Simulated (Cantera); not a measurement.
Input: 1 mol Si, 2.8 mol F₂, held at 925 °C and 0.240 bar.

These are equilibrium values from Cantera (NASA tables, ideal gas, pure condensed phases), not measurements of a reactor. Candidate condensed phases: Si; 9 gas species. The numbers say what is thermodynamically allowed, not how fast it happens.

Base state: SiF₄ 0.443, F 0.404, F₂ 0.152 (mole fractions); condensed: gas only.

Q: What changes in the equilibrium state with this change: temperature from 925 °C to 402 °C?

A: 
| species | before | after |
|---|---|---|
| SiF₄ | 0.443 | 0.555 |
| F₂ | 0.152 | 0.444 |
| F | 0.404 | 0.00117 |

Q: What changes in the equilibrium state with this change: temperature from 925 °C to 352 °C?

A: 
```csv
species,before,after
SiF₄,0.443,0.555
F₂,0.152,0.444
F,0.404,0.000367
```
